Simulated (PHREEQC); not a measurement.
0.072 g of hydrous ferric oxide (600 m²/g; 0.2 weak and 0.005 strong sites per Fe, Dzombak-Morel constants, diffuse double layer) in 1 kg of water with 0.05 mol/kgw of an inert sodium salt and 3.4e-07 mol/kgw MgCl2, at 25 °C; the pH is set by adding NaOH or the inert anion's acid. Oxygen is held at 0.21 atm. No CO2 enters from the air. Precipitation was switched off in this run.

Computed with PHREEQC (ion-association model, wateq4f.dat).

```tsv
pH	Mg sorbed (%)	surface charge σ (C/m²)	surface potential ψ (mV)
3	0.0	0.357	169
3.5	0.0	0.335	166
4	0.0	(withheld)	160
4.5	0.0	0.238	149
5	0.0	0.181	135
5.5	0.0	0.130	118
6	0.0	0.089	99
6.5	0.0	0.058	78
7	(withheld)	0.034	56
7.5	1.4	(withheld)	31
8	10.8	0.003	6
8.5	50.8	-0.010	-20
9	89.5	-0.026	-45
```

**Question.** Fill in the missing entries.

**Answer.** 
- 4, surface charge σ (C/m²): 0.294
- 7, Mg sorbed (%): 0.2
- 7.5, surface charge σ (C/m²): 0.017

Species that the database lacks are ignored. The oxide is taken as insoluble; below pH 4 it would dissolve.
